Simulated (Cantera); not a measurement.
Feed: 1 mol Fe₃O₄, 3.3 mol CH₄, 10 mol H₂, held at 37.0 mbar.

Cantera equilibrium calculation (NASA polynomials, part measured and part estimated; ideal gas, pure solids and liquids). Candidate condensed phases: C, C₆H₆, C₇H₈, C₈H₁₈, Fe, Fe(CO)₅, FeO, Fe(OH)₂, Fe(OH)₃, Fe₂O₃, Fe₃O₄, H₂O; 114 gas species. The numbers say what is thermodynamically allowed, not how fast it happens. All values below are at 1050 K.

Base state: H₂ 0.806, CO 0.159, H₂O 0.0286, CO₂ 0.00665, CH₄ 4.14e-5 (mole fractions); condensed: Fe(α).

Q: What changes in the equilibrium state with this change: H₂ from 10 to 0.48 mol?

A: 
```tsv
species	before	after
H₂	0.806	0.638
CO	0.159	0.294
H₂O	0.0286	0.0437
CO₂	0.00665	0.0237
CH₄	4.14e-5	2.49e-5
Fe(α), mol	3.00	3.00
```

Q: What changes in the equilibrium state with this change: Fe₃O₄ replaced by PbO?

A: 
```json
[
 {"species": "H₂", "before": "0.806", "after": "0.940"},
 {"species": "CO", "before": "0.159", "after": "0.0565"},
 {"species": "CH₄", "before": "4.14e-5", "after": "0.00187"},
 {"species": "H₂O", "before": "0.0286", "after": "0.000356"},
 {"species": "Pb", "before": "0", "after": "0.00126"},
 {"species": "CO₂", "before": "0.00665", "after": "2.52e-5"},
 {"species": "Fe(α), mol", "before": "3.00", "after": "0"},
 {"species": "C(graphite), mol", "before": "0", "after": "2.27"},
 {"species": "Pb(l), mol", "before": "0", "after": "0.978"}
]
```
Further candidate phases: Pb, PbO, PbO₂, Pb₃O₄.
